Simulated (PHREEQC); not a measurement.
Solution (30 °C): 0.049 mol HF, 0.0015 mol NH4F and 0.000198 mol (NH4)2SiF6 per kg of water. Closed to the air; pH follows from the charge balance.

The numbers come from PHREEQC with the ion-association model, phreeqc.dat.

This is a speciation only: nothing precipitates in the calculation.

Q: Estimate the pH, ionic strength.

A: pH 2.31; ionic strength 0.00741 mol/kgw.

Q: In which forms is F present?

A: HF 83 %, F- 11 %, HF2- 3.8 %, SiF6-2 2.3 % of the F.

SiF6-2 is the database's only silicon fluoride.
